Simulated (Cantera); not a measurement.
**Ignition delay**

Mixture: 15.7 % CH4, 17.4 % O2, 65.6 % N2, 1.30 % CO2, equivalence ratio 1.8, at 1000000 Pa, adiabatic and at constant pressure. Ignition delay is the time to a rise of 400 K.

Model: GRI-Mech 3.0 (53 species, 325 reactions), integrated in Cantera.

```json
[
 {"T0 (K)": "1323", "delay (ms)": "1.58"},
 {"T0 (K)": "1398", "delay (ms)": "0.706"},
 {"T0 (K)": "1473", "delay (ms)": "0.329"},
 {"T0 (K)": "1548", "delay (ms)": "0.159"},
 {"T0 (K)": "1623", "delay (ms)": "0.0796"},
 {"T0 (K)": "1698", "delay (ms)": "0.0417"},
 {"T0 (K)": "1773", "delay (ms)": "0.0230"},
 {"T0 (K)": "1848", "delay (ms)": "0.0134"},
 {"T0 (K)": "1923", "delay (ms)": "0.00821"},
 {"T0 (K)": "1998", "delay (ms)": "0.00531"}
]
```

```json
{
 "apparent activation energy between 1848 and 1998 K": "190 kJ/mol"
}
```
